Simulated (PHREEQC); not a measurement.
A PHREEQC input (ion-association model, wateq4f.dat):

```
SOLUTION 1
  temp 25
  units mgL
  pH 7.31
  pe 1.7
  Na 154
  K 0.991
  Ca 118
  Mg 1.24
  Cl 43.7
  S(6) 134 as SO4
  Alkalinity 498 as HCO3
  F 0.341
  Zn 21
  Ba 2.75
  Si 5.1 as SiO2
  B 0.0257
END
USE solution 1
EQUILIBRIUM_PHASES 1
  Gypsum 0 0
  Fluorite 0 0
  CO2(g) -2 10
END
```

It stops with these messages:

```
ERROR: Calculations terminating due to input errors.
```

The fault: a unit that the program doesn't know. The line should read `units mg/kgw` where the input has `units mgL`. With the mend the run ends at pH 7.63 and ionic strength 0.0155 mol/kgw.
